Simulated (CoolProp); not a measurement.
R245fa at 293.15 K and 0.0811 MPa is compressed adiabatically to 0.211 MPa with isentropic efficiency 0.8. Each further row changes one setting.

Values from CoolProp's reference Helmholtz-energy equation of state, Akasaka 2015.

```
case             work (kJ/kg)  final temperature (K)  final density (kg/m³)
---------------  ------------  ---------------------  ---------------------
as stated                21.5                  320.4                   11.3
efficiency 1                ?                      ?                      ?
efficiency 0.65             ?                      ?                   11.1
```

Task: Fill in the missing entries.

Result: 
- efficiency 1, work (kJ/kg): 17.2
- efficiency 1, final temperature (K): 315.8
- efficiency 1, final density (kg/m³): 11.5
- efficiency 0.65, work (kJ/kg): 26.5
- efficiency 0.65, final temperature (K): 325.6
